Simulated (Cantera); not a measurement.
# Ignition delay

Mixture: C₃H₈ : O₂ : N₂ = 1 : 2.5 : 9.4 (molar parts), equivalence ratio 2.0, at 200000 Pa, adiabatic and at constant pressure. Ignition delay is the time to a rise of 400 K.

Cantera simulation using GRI-Mech 3.0 (53 species, 325 reactions); the numbers are that mechanism's predictions, not measurements. GRI-Mech 3.0 was tuned for natural gas; its chemistry of propane as a main component is partial and can be far from experiment.

| T0 (K) | delay (ms) |
|---|---|
| 1050 | 117 |
| 1150 | 13.0 |
| 1250 | 1.77 |
| 1350 | 0.342 |
| 1450 | 0.0943 |
| 1550 | 0.0357 |
| 1650 | 0.0173 |

```json
{
 "apparent activation energy between 1450 and 1650 K": "170 kJ/mol"
}
```
